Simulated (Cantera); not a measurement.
Input: 1 mol SiHCl3, 0.33 mol HCl, 210 mol H2, held at 1423.15 K and 1500 Pa.

Cantera equilibrium calculation (NASA polynomials, part measured and part estimated; ideal gas, pure solids and liquids). Candidate condensed phases: Si; 19 gas species. Kinetics and transport are ignored.

Base state: H2 0.985, HCl 0.0144, SiCl2 0.000634, H 5.39e-5 (mole fractions); condensed: Si(s).

Question: What changes in the equilibrium state with this change: SiHCl3 replaced by SiCl4?

Answer: 
```json
[
 {"species": "H2", "before": "0.985", "after": "0.981"},
 {"species": "HCl", "before": "0.0144", "after": "0.0183"},
 {"species": "SiCl2", "before": "0.000634", "after": "0.00103"},
 {"species": "H", "before": "5.39e-5", "after": "5.38e-5"},
 {"species": "Si(s), mol", "before": "0.864", "after": "0.779"}
]
```

Question: What changes in the equilibrium state with this change: temperature from 1423.15 K to 1750 K?

Answer: 
```csv
species,before,after
H2,0.985,0.983
HCl,0.0144,0.0142
H,5.39e-5,0.00188
SiCl2,0.000634,0.000686
Si,1.02e-7,0.000100
SiH,5.57e-8,1.61e-5
SiCl,2.64e-7,2.07e-5
"Si(s), mol",0.864,0
"Si(l), mol",0,0.820
```
The tables' values for SiCl are old estimates; treat these amounts as uncertain. Gases not in the tables: Si2H6 and higher silanes.
